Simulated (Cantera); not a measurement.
An isothermal plug-flow reactor at 875 K and 46000 Pa (inlet), inlet velocity 1.2 m/s, active area per volume 110 1/m; feed CO : O2 : N2 : H2O = 0.011 : 0.19 : 0.79 : 0.022 (molar parts), equivalence ratio 0.029.

Computed with Cantera and Deutschmann's 1995 Pt surface mechanism with GRI-Mech 3.0 gas chemistry. Catalytic surfaces can have several steady states; this one follows from the mechanism file's or the stated starting coverage. Mass transfer to the wall is taken as infinitely fast.

x: gas mole fraction; θ: surface coverage.

```csv
z (m),x CO,x O2,x H2O,x CO2,θ free Pt,θ O*,θ OH*,θ CO*
6.9e-05,0.00942,0.187,0.0217,0.00145,0.186,0.805,0.00286,0.00574
0.00012,0.00899,0.187,0.0217,?,?,0.826,0.00274,?
0.00022,0.00835,0.187,0.0217,?,?,0.846,0.00262,?
0.00039,0.00756,0.186,0.0218,0.00332,0.134,0.861,0.00251,0.00223
0.00069,0.00654,0.186,0.0218,0.00434,0.121,0.875,0.00241,0.00156
0.0012,0.00533,0.185,0.0218,0.00556,0.111,0.886,0.00232,0.00105
0.0022,0.00381,0.185,0.0218,0.00709,0.102,0.896,0.00223,0.000624
0.0039,0.00233,0.184,0.0218,0.00858,0.0949,0.903,0.00217,0.000330
0.0069,0.00108,0.184,0.0218,0.00984,0.0903,0.907,0.00212,0.000138
```

**Question.** What belongs in the gaps?

**Answer.** 
- 0.00012, x CO2: 0.00188
- 0.00012, θ free Pt: 0.167
- 0.00012, θ CO*: 0.00427
- 0.00022, x CO2: 0.00252
- 0.00022, θ free Pt: 0.148
- 0.00022, θ CO*: 0.00308
